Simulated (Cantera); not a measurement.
A freely propagating, adiabatic, planar premixed flame of 10.1 % CH4, 0.597 % C2H6, 17.2 % O2, 72.1 % N2, equivalence ratio 1.3, unburnt at 648 K and 101000 Pa; mixture-averaged transport, grid criteria slope 0.08 and curve 0.16, no radiation.

Cantera simulation using GRI-Mech 3.0 (53 species, 325 reactions); the numbers are that mechanism's predictions, not measurements. Burning velocities carry a grid error of a few per cent, more on coarse grids.

x: mole fraction of selected species; z is measured from the peak of heat release.

```tsv
z (mm)	T (K)	u (m/s)	x CH4	x C2H6	x O2	x NO	x O	x H2O2
-1.18	648	1.01	0.101	0.00595	0.171	<1e-8	<1e-8	2.46e-8
-0.790	652	1.03	0.100	0.00592	0.170	2.01e-8	<1e-8	2.57e-7
-0.592	667	1.05	0.0985	0.00589	0.169	9.61e-8	<1e-8	1.11e-6
-0.395	756	1.21	0.0916	0.00571	0.161	7.89e-7	1.23e-7	5.80e-6
-0.197	1166	1.90	0.0627	?	0.124	6.17e-6	1.07e-5	1.33e-5
-0.0987	1539	2.54	0.0344	?	0.0827	1.34e-5	8.85e-5	5.23e-6
0	1872	3.13	0.00945	?	0.0393	2.59e-5	0.000371	1.29e-6
0.0987	2030	3.40	0.00117	?	0.0143	4.50e-5	0.000718	2.63e-7
0.197	2074	3.46	9.61e-5	?	0.00538	6.29e-5	0.000861	1.04e-7
0.395	2097	3.49	7.66e-7	<1e-8	0.00178	8.07e-5	0.000795	7.44e-8
0.790	2119	3.52	<1e-8	<1e-8	0.00110	9.02e-5	0.000609	5.90e-8
1.58	2145	3.56	<1e-8	<1e-8	0.000720	9.47e-5	0.000397	4.32e-8
3.16	2172	3.59	<1e-8	<1e-8	0.000384	9.82e-5	0.000208	2.71e-8
```

Problem. Complete the blanks.

Solution. 
- -0.197, x C2H6: 0.00452
- -0.0987, x C2H6: 0.00214
- 0, x C2H6: 0.000179
- 0.0987, x C2H6: 2.39e-6
- 0.197, x C2H6: 1.92e-8
